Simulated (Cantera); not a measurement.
Input (Python, Cantera):

```python
import numpy as np
import cantera as ct

gas = ct.Solution("gri30.yaml")
gas.TPX = 1323, 50000, {'H2': 1.8, 'O2': 1, 'N2': 5.4}
inlet = ct.Reservoir(gas, clone=True)

reactor = ct.IdealGasConstPressureReactor(gas, energy="off", clone=False)
exhaust = ct.Reservoir(gas, clone=True)
tau = [13, 3.2, 0.82, 0.21, 0.052, 0.013, 0.0033][0]
for a, b in ((inlet, reactor), (reactor, exhaust)):
    ct.MassFlowController(a, b, mdot=lambda t: reactor.mass / tau)
net = ct.ReactorNet([reactor])
show = ['H2', 'O2', 'NO', 'H', 'H2O', 'OH']

rows = []
print(f"{'tau/s':>10s}{'T/K':>9s}" + "".join(f"{s:>11s}" for s in show))
for tau in [13, 3.2, 0.82, 0.21, 0.052, 0.013, 0.0033]:
    net.initial_time = 0.0
    net.advance(30 * tau)
    before = gas.X
    net.advance(40 * tau)
    drift = np.max(np.abs(gas.X - before) / (gas.X + 1e-9))
    rows.append([gas.T, *gas[show].X, drift])
    print(f"{tau:10.3e}{gas.T:9.1f}" + "".join(f"{x:11.3e}" for x in gas[show].X))
```

It prints:

```
     tau/s      T/K         H2         O2         NO          H        H2O         OH
 1.300e+01   1323.0  6.682e-05  1.369e-02  1.241e-06  2.093e-06  2.464e-01  1.321e-04
 3.200e+00   1323.0  1.693e-04  1.372e-02  1.099e-06  8.427e-06  2.463e-01  2.101e-04
 8.200e-01   1323.0  4.148e-04  1.381e-02  9.265e-07  3.257e-05  2.459e-01  3.315e-04
 2.100e-01   1323.0  9.993e-04  1.404e-02  1.029e-06  1.242e-04  2.451e-01  5.248e-04
 5.200e-02   1323.0  2.376e-03  1.466e-02  1.695e-06  4.713e-04  2.431e-01  8.375e-04
 1.300e-02   1323.0  5.288e-03  1.610e-02  3.247e-06  1.648e-03  2.387e-01  1.317e-03
 3.300e-03   1323.0  1.068e-02  1.904e-02  5.792e-06  5.089e-03  2.298e-01  2.021e-03
```

Cantera simulation using GRI-Mech 3.0 (53 species, 325 reactions); the numbers are that mechanism's predictions, not measurements. The temperature is held fixed by assumption; the heat of reaction is taken as removed at once.
